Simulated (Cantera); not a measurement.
Input: 1 mol SiHCl₃, 300 mol N₂, equilibrated at 923.15 K and 300 Torr.

Cantera equilibrium calculation (NASA polynomials, part measured and part estimated; ideal gas, pure solids and liquids). Candidate condensed phases: NH₄Cl, Si, Si₃N₄; 28 gas species. N₂ is the only nitrogen source here; it is nearly inert below about 1500 K, so the nitride shown seldom forms there in practice. Kinetics and transport are ignored.

Base state: N₂ 0.995, HCl 0.00307, SiCl₄ 0.00172, H₂ 0.000126 (mole fractions); condensed: Si₃N₄(s).

Q: What changes in the equilibrium state with this change: SiHCl₃ replaced by Si₂H₆?

A: 
```
species          before    after
-------------  --------  -------
N₂                0.995    0.990
H₂             0.000126  0.00994
HCl             0.00307        0
SiCl₄           0.00172        0
Si₃N₄(s), mol     0.160    0.667
```
The feed counts by its element totals alone.
